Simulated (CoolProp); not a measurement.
Values from CoolProp's reference Helmholtz-energy equation of state, Schroeder 2014.

**Question.** For ethanol, give the phase and the cv (kJ/(kg K)), speed of sound (m/s), Joule-Thomson coefficient (K/MPa), isothermal compressibility (1/MPa) at 337.95 °C and 1.91 MPa.

**Answer.** 
- 337.95 °C and 1.91 MPa: gas; cv 2.28, speed of sound 335, Joule-Thomson coefficient 4.65, isothermal compressibility 0.546
